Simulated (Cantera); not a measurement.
A perfectly stirred reactor is fed with CH4 : H2 : N2 = 0.014 : 1 : 0.0018 (molar parts), at 13300 Pa; it is held at 1973 K, and followed from long to short residence time.

Model: GRI-Mech 3.0 (53 species, 325 reactions), integrated in Cantera. GRI-Mech 3.0 stops at C3 and has no aromatics, soot or wall deposition, so with more carbon than oxygen in the feed, carbon stays in small species such as C2H2 where larger ones or solid carbon would form.

Q: What does this change do: temperature 1973 to 1850 K?

A: 
```tsv
quantity	before	after
x(CH4) at τ = 3.80 s	0.000726	0.00175
x(H2) at τ = 3.80 s	0.987	0.989
x(H) at τ = 3.80 s	0.00367	0.00147
x(CH3) at τ = 3.80 s	5.33e-5	5.21e-5
x(C2H4) at τ = 3.80 s	6.68e-6	1.32e-5
x(CH4) at τ = 58.0 ms	0.00496	0.00902
x(H2) at τ = 58.0 ms	0.985	0.985
x(H) at τ = 58.0 ms	0.00341	0.00137
x(CH3) at τ = 58.0 ms	0.000339	0.000251
x(C2H4) at τ = 58.0 ms	9.15e-6	1.37e-5
```

Q: What does this change do: pressure from 13300 Pa to 2700 Pa?

A: 
```json
[
 {"quantity": "x(CH4) at τ = 3.80 s", "before": "0.000726", "after": "0.000701"},
 {"quantity": "x(H2) at τ = 3.80 s", "before": "0.987", "after": "0.983"},
 {"quantity": "x(H) at τ = 3.80 s", "before": "0.00367", "after": "0.00762"},
 {"quantity": "x(CH3) at τ = 3.80 s", "before": "5.33e-5", "after": "0.000107"},
 {"quantity": "x(C2H4) at τ = 3.80 s", "before": "6.68e-6", "after": "1.58e-6"},
 {"quantity": "x(CH4) at τ = 58.0 ms", "before": "0.00496", "after": "0.00661"},
 {"quantity": "x(H2) at τ = 58.0 ms", "before": "0.985", "after": "0.983"},
 {"quantity": "x(H) at τ = 58.0 ms", "before": "0.00341", "after": "0.00500"},
 {"quantity": "x(CH3) at τ = 58.0 ms", "before": "0.000339", "after": "0.000664"},
 {"quantity": "x(C2H4) at τ = 58.0 ms", "before": "9.15e-6", "after": "1.21e-5"}
]
```
Radical loss at walls, strong at low pressure, is not modelled.
